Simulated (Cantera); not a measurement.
A perfectly stirred reactor is fed with CH4 : O2 : N2 : CO2 = 1 : 1.54 : 11.8 : 0.39 (molar parts), at 0.316 atm; it is adiabatic with a 548 K inlet, and is followed from long to short residence time, starting on the burning branch (τ in s: 0.45, 0.15, 0.048, 0.016, 0.0052, 0.0017, 0.00056, 0.00018, 6e-05).

Model: GRI-Mech 3.0 (53 species, 325 reactions), integrated in Cantera.

Question: What does this change do: N2 11.8 to 16 parts?

Answer: 
| quantity | before | after |
|---|---|---|
| blow-out, bracketed by the residence times tried | burning at 16.0 ms, out at 5.20 ms | burning at 0.150 s, out at 48.0 ms |
| x(CH4) at τ = 0.450 s | 0.000705 | 0.00184 |
| x(O2) at τ = 0.450 s | 0.000573 | 0.00230 |
| x(CO2) at τ = 0.450 s | 0.0552 | 0.0439 |
| x(C2H6) at τ = 0.450 s | 2.93e-6 | 3.84e-5 |
| x(H2O) at τ = 0.450 s | 0.108 | 0.0828 |
| x(CH4) at τ = 5.20 ms | 0.0679 | 0.0528 |
| x(O2) at τ = 5.20 ms | 0.105 | 0.0814 |
| x(CO2) at τ = 5.20 ms | 0.0265 | 0.0206 |
| x(C2H6) at τ = 5.20 ms | <1e-12 | <1e-12 |
| x(H2O) at τ = 5.20 ms | <1e-12 | <1e-12 |

Question: What does this change do: pressure from 0.316 atm to 13.8 atm?

Answer: 
| quantity | before | after |
|---|---|---|
| blow-out, bracketed by the residence times tried | burning at 16.0 ms, out at 5.20 ms | burning at 5.20 ms, out at 1.70 ms |
| x(CH4) at τ = 0.450 s | 0.000705 | 0.00419 |
| x(O2) at τ = 0.450 s | 0.000573 | 0.000453 |
| x(CO2) at τ = 0.450 s | 0.0552 | 0.0609 |
| x(C2H6) at τ = 0.450 s | 2.93e-6 | 8.57e-6 |
| x(H2O) at τ = 0.450 s | 0.108 | 0.109 |
| x(CH4) at τ = 5.20 ms | 0.0679 | 0.00815 |
| x(O2) at τ = 5.20 ms | 0.105 | 0.0109 |
| x(CO2) at τ = 5.20 ms | 0.0265 | 0.0523 |
| x(C2H6) at τ = 5.20 ms | <1e-12 | 0.000210 |
| x(H2O) at τ = 5.20 ms | <1e-12 | 0.101 |
The pressure lies above the range GRI-Mech 3.0 was tuned for (to about 10 atm).
